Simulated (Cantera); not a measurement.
A closed system holds: 1 mol Si₃N₄, 0.44 mol N₂O, 220 mol H₂, 0.72 mol O₂, held at 480 Pa.

Equilibrium computed with Cantera from the NASA thermochemical tables; the gas is ideal and each condensed phase is pure. Candidate condensed phases: H₂O, Si, SiO₂, Si₂N₂O, Si₃N₄; 35 gas species. Equilibrium is a limit: real reactors are often held back by kinetics, nucleation or transport.

Question: At 1498 K, list the 4 most abundant gas species with their mole fractions, and the condensed phases.

Answer: H₂ 0.990, N₂ 0.00594, SiO 0.00342, H 0.000247. Condensed: Si₂N₂O(s).
